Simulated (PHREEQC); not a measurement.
Consider water at 20 °C with 1.6 mmol/kgw HF and 0.017 mmol/kgw NaHCO3. Closed to the air; pH follows from the charge balance.

Equilibrium calculation in PHREEQC: ion-association model, wateq4f.dat.

| Item | Value |
|---|---|
| pH | 3.12 |
| ionic strength | 0.000796 mol/kgw |
| total alkalinity | -1.58 meq/kg |

| species | molality | activity | log γ |
|---|---|---|---|
| HF | 0.000798 | 0.000798 | 0.000 |
| F- | 0.000794 | 0.000769 | -0.014 |
| H+ | 0.000779 | 0.000756 | -0.013 |
| CO2 | 1.70e-5 | 1.70e-5 | 0.000 |
| Na+ | 1.70e-5 | 1.65e-5 | -0.014 |
| HF2- | 2.33e-6 | 2.26e-6 | -0.014 |
| H2F2 | 1.98e-6 | 1.98e-6 | 0.000 |
| HCO3- | 9.63e-9 | 9.33e-9 | -0.014 |
| NaF | 7.29e-9 | 7.29e-9 | 0.000 |

Precipitation was switched off in this run.
